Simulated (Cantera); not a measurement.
Feed: 1 mol B, 19 mol H2, 6.6 mol N2, held at 1875 °C and 13.3 mbar.

Method: chemical equilibrium by Gibbs-energy minimisation in Cantera with the NASA 1993 tables (ideal gas, pure condensed phases). Candidate condensed phases: B, BN; 15 gas species. The tables' values for BH2 are old estimates; treat these amounts as uncertain. The numbers say what is thermodynamically allowed, not how fast it happens.

Base state: H2 0.729, N2 0.239, H 0.0308, BH2 0.000403, B 5.30e-5 (mole fractions); condensed: BN(s).

Task: What changes in the equilibrium state with this change: pressure from 13.3 mbar to 0.740 bar?

Result: 
```tsv
species	before	after
H2	0.729	0.753
N2	0.239	0.243
H	0.0308	0.00420
BH2	0.000403	5.56e-5
B	5.30e-5	1.27e-7
BN(s), mol	0.988	0.999
```

Task: What changes in the equilibrium state with this change: temperature from 1875 °C to 1725 °C?

Result: 
```csv
species,before,after
H2,0.729,0.746
N2,0.239,0.242
H,0.0308,0.0120
BH2,0.000403,6.50e-5
B,5.30e-5,1.82e-6
"BN(s), mol",0.988,0.998
```
